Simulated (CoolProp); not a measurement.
Values from CoolProp's reference Helmholtz-energy equation of state, Wu 2012.

Q: For fluoroethane (R161), give the phase and the cp (kJ/(kg K)), cv (kJ/(kg K)), isothermal compressibility (1/MPa), expansivity (1/kK) at 49.65 °C and 5000 kPa; 79.05 °C and 5000 kPa; 127.95 °C and 5000 kPa.

A: 
- 49.65 °C and 5000 kPa: liquid; cp 2.39, cv 1.51, isothermal compressibility 0.00719, expansivity 3.63
- 79.05 °C and 5000 kPa: liquid; cp 2.80, cv 1.62, isothermal compressibility 0.0218, expansivity 6.51
- 127.95 °C and 5000 kPa: gas; cp 2.68, cv 1.63, isothermal compressibility 0.343, expansivity 9.99
